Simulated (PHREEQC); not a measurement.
PHREEQC input (ion-association model, wateq4f.dat):

```
SOLUTION_MASTER_SPECIES
  An  An-  0  An  62.0  # stands for a non-complexing anion
SOLUTION_SPECIES
  An- = An-
    -log_k 0
    -gamma 3.0 0
PHASES
  Fix_H+
    H+ = H+
    -log_k 0
SOLUTION 1
  temp 25
  units mmol/kgw
  pH 7 charge
  Cl 0.0242
  Mg 0.0087
  Ni 0.0034
  Na 100
  An 100
END
SELECTED_OUTPUT 1
  -reset false
  -pH true
  -pe true
  -ionic_strength true
  -water true
  -totals Cl Mg Na Ni
  -molalities Hfo_wOH Hfo_wOH2+ Hfo_wO- Hfo_sOH Hfo_sOH2+ Hfo_sO- Hfo_wOMg+ Hfo_sONi+ Hfo_wONi+
  -saturation_indices Brucite Ni(OH)2 Halite
USER_PUNCH 1
  -headings sigma psi
  10 PUNCH EDL("sigma", "Hfo"), EDL("psi", "Hfo")
PRINT
  -reset false
USE solution 1
SURFACE 1
  Hfo_wOH 0.000114607 600 0.051
  Hfo_sOH 2.86517e-06
EQUILIBRIUM_PHASES 1
  Fix_H+ -4 HAn 10
    -force_equality true
  O2(g) -0.68 10
END
# ... the last block is repeated for the other 12 points of pH, with NaOH or the acid as the point needs
```

Selected output (columns that matter, 13 of 13 rows; pH added in front):

```
pH	mu	Mg	Na	Ni	m_Hfo_wOH	m_Hfo_wOH2+	m_Hfo_wO-	m_Hfo_sOH	m_Hfo_sOH2+	si_Brucite	si_Ni(OH)2	si_Halite	sigma	psi
4	0.10021	8.7e-06	0.1	3.4e-06	1.5285e-05	9.9268e-05	5.3918e-08	3.8212e-07	2.4817e-06	-14.294	-8.7007	-7.4216	0.32068	0.14656
4.67	0.1001	8.7e-06	0.1	3.3993e-06	3.5528e-05	7.8712e-05	3.6736e-07	8.8799e-07	1.9673e-06	-12.954	-7.3606	-7.4215	0.25323	0.13455
5.33	0.10007	8.7e-06	0.1	3.3898e-06	5.718e-05	5.6091e-05	1.3354e-06	1.4247e-06	1.3975e-06	-11.634	-6.0418	-7.4215	0.177	0.11644
6	0.10006	8.6998e-06	0.1	3.2613e-06	7.3614e-05	3.7692e-05	3.2936e-06	1.7561e-06	8.9918e-07	-10.294	-4.7186	-7.4214	0.1115	0.093509
6.67	0.10004	8.6975e-06	0.1	2.3574e-06	8.3078e-05	2.5166e-05	6.2829e-06	1.379e-06	4.1771e-07	-8.9542	-3.5197	-7.4214	0.063828	0.06736
7.33	0.10003	8.6642e-06	0.1	8.8288e-07	8.6872e-05	1.7267e-05	1.0012e-05	5.847e-07	1.1622e-07	-7.6359	-2.6267	-7.4214	0.03108	0.039141
8	0.10003	8.1756e-06	0.10001	1.1625e-07	8.6866e-05	1.2241e-05	1.4122e-05	3.3366e-07	4.7016e-08	-6.3211	-2.1696	-7.4214	0.0060521	0.008344
8.67	0.10004	4.6269e-06	0.10003	9.4268e-09	8.1921e-05	7.6844e-06	2.0007e-05	2.9607e-07	2.7772e-08	-5.2287	-1.9341	-7.4213	-0.015463	-0.020836
9.33	0.10006	7.6692e-07	0.10006	1.0058e-09	7.3147e-05	4.3354e-06	2.8273e-05	2.6633e-07	1.5785e-08	-4.6905	-1.6867	-7.4212	-0.040024	-0.048084
10	0.10017	6.9807e-08	0.10018	3.631e-10	6.3824e-05	2.4031e-06	3.8832e-05	2.3284e-07	8.7669e-09	-4.3977	-1.431	-7.4208	-0.077358	-0.076063
10.67	0.10066	7.8404e-09	0.10068	8.6761e-10	4.9838e-05	1.0516e-06	5.4108e-05	1.8192e-07	3.8385e-09	-4.0357	-1.0724	-7.419	-0.12979	-0.10082
11.33	0.10286	1.6586e-09	0.10289	6.7777e-09	3.1334e-05	3.0663e-07	7.3355e-05	1.1485e-07	1.1239e-09	-3.5002	-0.5392	-7.4111	-0.19306	-0.12012
12	0.11332	1.1268e-09	0.11337	1.6028e-07	1.3062e-05	4.2484e-08	9.2e-05	5.3376e-08	1.7361e-10	-2.6421	0.2637	-7.3763	-0.25351	-0.13146
```

Along this series the solution becomes supersaturated in solids that the run did not let form, among them Ni(OH)2. Complexes and solids missing from the database can't appear.
